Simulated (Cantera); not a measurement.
A freely propagating, adiabatic, planar premixed flame of CH₄ : O₂ : N₂ = 1 : 2.33 : 8.74 (molar parts), unburnt at 400 K and 0.460 bar; mixture-averaged transport, grid criteria slope 0.08 and curve 0.16, no radiation.

Detailed kinetics in Cantera: GRI-Mech 3.0 (53 species, 325 reactions). Burning velocities carry a grid error of a few per cent, more on coarse grids.

x: mole fraction of selected species; z is measured from the peak of heat release.

```tsv
z (mm)	T (K)	u (m/s)	x CH₄	x O₂	x CO₂	x O	x HCN	x CH₂O
-2.38	400	0.673	0.0828	0.193	5.52e-8	<1e-8	<1e-8	1.95e-8
-1.59	401	0.675	0.0827	0.193	1.23e-6	<1e-8	<1e-8	4.19e-7
-1.19	405	0.684	0.0823	0.192	9.89e-6	<1e-8	<1e-8	3.15e-6
-0.793	449	0.760	0.0795	0.189	0.000182	7.95e-8	<1e-8	4.48e-5
-0.397	824	1.41	0.0581	0.161	0.00398	1.12e-5	1.80e-7	0.000462
-0.198	1229	2.13	0.0323	0.122	0.0116	0.000143	5.09e-7	0.000807
0	[?]	2.79	[?]	[?]	[?]	[?]	[?]	[?]
0.198	1744	3.04	0.000588	0.0528	0.0383	0.00381	7.93e-7	8.83e-5
0.397	1785	3.09	2.32e-5	0.0444	0.0487	0.00512	2.94e-7	4.07e-6
0.793	1833	3.16	[?]	0.0395	[?]	0.00522	[?]	<1e-8
1.59	1895	3.25	<1e-8	0.0366	0.0649	0.00442	<1e-8	<1e-8
3.17	1968	3.36	<1e-8	0.0343	0.0683	0.00320	<1e-8	<1e-8
6.34	2038	3.47	<1e-8	0.0319	0.0719	0.00201	<1e-8	<1e-8
```

Q: Complete the blanks.

A: 
- 0, T (K): 1601
- 0, x CH₄: 0.00774
- 0, x O₂: 0.0778
- 0, x CO₂: 0.0244
- 0, x O: 0.00117
- 0, x HCN: 1.02e-6
- 0, x CH₂O: 0.000601
- 0.793, x CH₄: 4.43e-8
- 0.793, x CO₂: 0.0591
- 0.793, x HCN: 3.02e-8
